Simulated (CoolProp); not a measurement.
Saturation properties of chlorine.

The numbers come from the reference Helmholtz-energy equation of state, Thol 2021 in CoolProp.

```csv
T (°C),p (MPa),liquid density (kg/m³),vapour density (kg/m³),enthalpy of vaporisation (kJ/kg),liquid cp (kJ/(kg K))
-41.15,0.07298,1583,2.740,291.0,0.9390
-35.25,0.09566,1567,3.519,287.7,0.9403
-29.25,0.1241,___,4.476,284.3,0.9423
-23.35,0.1581,1534,5.600,280.8,0.9449
-17.35,___,1517,6.954,277.2,0.9481
-11.35,0.2492,1500,8.543,273.4,0.9520
-5.45,0.3066,1484,10.36,269.7,0.9566
0.55,0.3748,1466,12.50,265.7,0.9620
6.45,0.4524,1449,14.91,261.7,0.9680
12.45,0.5431,___,17.71,257.4,0.9750
```

Task: Some entries are withheld; supply them.

Result: 
- -29.25, liquid density (kg/m³): 1551
- -17.35, p (MPa): 0.1997
- 12.45, liquid density (kg/m³): 1431

It boils at -34.0 °C under 1 atm.
